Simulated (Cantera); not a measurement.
## Hydrocarbon pyrolysis for carbon deposition

An isothermal, constant-pressure homogeneous reactor starts with 3.57 % C2H4, 96.4 % H2, at 1950 K and 0.336 atm.

Detailed kinetics in Cantera: GRI-Mech 3.0 (53 species, 325 reactions). GRI-Mech 3.0 was tuned for natural gas; its chemistry of ethylene as a main component is partial and can be far from experiment. GRI-Mech 3.0 stops at C3 and has no aromatics, soot or wall deposition, so with more carbon than oxygen in the feed, carbon stays in small species such as C2H2 where larger ones or solid carbon would form.

```
t (s)       x C2H4   x H2     x CH4     x CH2    x C2H2
--------  --------  -----  --------  --------  --------
1.00e-6     0.0356  0.964  6.28e-11  6.06e-11   8.16e-5
3.63e-6     0.0354  0.964   2.99e-9  5.75e-10  0.000298
1.32e-5     0.0346  0.964   7.76e-8   3.08e-9   0.00109
4.80e-5     0.0315  0.964   1.25e-6   1.11e-8   0.00410
0.000174    0.0203  0.965   1.28e-5   2.17e-8    0.0149
0.000634   0.00240  0.965   4.32e-5   5.16e-9    0.0321
0.00230   0.000110  0.965   5.16e-5   1.87e-9    0.0343
0.00837   0.000101  0.964   8.73e-5   9.08e-9    0.0343
0.0304     9.98e-5  0.963  0.000258   2.73e-8    0.0342
0.110      9.91e-5  0.963  0.000765   7.84e-8    0.0340
0.401      9.86e-5  0.963   0.00121   1.22e-7    0.0338
1.46       9.86e-5  0.963   0.00122   1.24e-7    0.0338
5.30       9.86e-5  0.963   0.00122   1.24e-7    0.0338
19.3       9.86e-5  0.963   0.00122   1.24e-7    0.0338
70.0       9.86e-5  0.963   0.00122   1.24e-7    0.0338
```
x: mole fraction; the columns are a selection and need not sum to one.

Equilibrium at this temperature and pressure: C2H4 9.86e-5, H2 0.963, CH4 0.00122, CH2 1.24e-7, C2H2 0.0338 (gas phase only).
